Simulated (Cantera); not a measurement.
A perfectly stirred reactor is fed with CH3OH : O2 : N2 = 1 : 2.59 : 10.6 (molar parts), equivalence ratio 0.58, at 3.10 bar; it is adiabatic with a 400 K inlet, and is followed from long to short residence time, starting on the burning branch (τ in s: 0.46, 0.18, 0.074, 0.03, 0.012, 0.0048, 0.0019, 0.00077, 0.00031, 0.00012, 5e-05, 2e-05).

Computed with Cantera and GRI-Mech 3.0 (53 species, 325 reactions). GRI-Mech 3.0 was tuned for natural gas; its chemistry of methanol as a main component is partial and can be far from experiment.

**Question.** What does this change do: inlet temperature 400 to 723 K?

**Answer.** 
```json
[
 {"quantity": "blow-out, bracketed by the residence times tried", "before": "burning at 0.770 ms, out at 0.310 ms", "after": "burning at 0.120 ms, out at 50.0 µs"},
 {"quantity": "x(CH3OH) at τ = 0.460 s", "before": "1.12e-6", "after": "2.67e-7"},
 {"quantity": "x(O2) at τ = 0.460 s", "before": "0.0741", "after": "0.0738"},
 {"quantity": "x(CO) at τ = 0.460 s", "before": "6.96e-5", "after": "0.000145"},
 {"quantity": "x(H2O2) at τ = 0.460 s", "before": "6.63e-8", "after": "1.05e-7"},
 {"quantity": "x(OH) at τ = 0.460 s", "before": "0.000337", "after": "0.00110"},
 {"quantity": "x(CH3OH) at τ = 1.90 ms", "before": "5.74e-5", "after": "2.13e-5"},
 {"quantity": "x(O2) at τ = 1.90 ms", "before": "0.0756", "after": "0.0745"},
 {"quantity": "x(CO) at τ = 1.90 ms", "before": "0.00333", "after": "0.00231"},
 {"quantity": "x(H2O2) at τ = 1.90 ms", "before": "7.11e-7", "after": "3.89e-7"},
 {"quantity": "x(OH) at τ = 1.90 ms", "before": "0.00127", "after": "0.00282"}
]
```
